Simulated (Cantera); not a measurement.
Feed: 1 mol CCl4, 0.34 mol CH4, a varied amount of H2, equilibrated at 3225 K and 0.130 bar.

These are equilibrium values from Cantera (NASA tables, ideal gas, pure condensed phases), not measurements of a reactor. Candidate condensed phases: C, C6H6, C7H8, C8H18; 91 gas species. Kinetics and transport are ignored.

Problem. Which condensed phases are stable at each of these points (n(H2) (mol)): 0.77, 1.4, 2, 2.7, 3.3, 3.9, 4.5, 5.2, 5.8, 6.4, 7.1, 7.7?

Solution. 
```csv
n(H2) (mol),condensed phases,C condensed (%)
0.77,C(graphite),57.0
1.4,C(graphite),45.7
2,C(graphite),34.1
2.7,C(graphite),20.1
3.3,C(graphite),7.8
3.9,gas only,0.0
4.5,gas only,0.0
5.2,gas only,0.0
5.8,gas only,0.0
6.4,gas only,0.0
7.1,gas only,0.0
7.7,gas only,0.0
```

From 0.77 mol H2 to 3.3 mol H2 the condensed part is C(graphite). From 3.9 mol H2 to 7.7 mol H2 nothing is condensed.
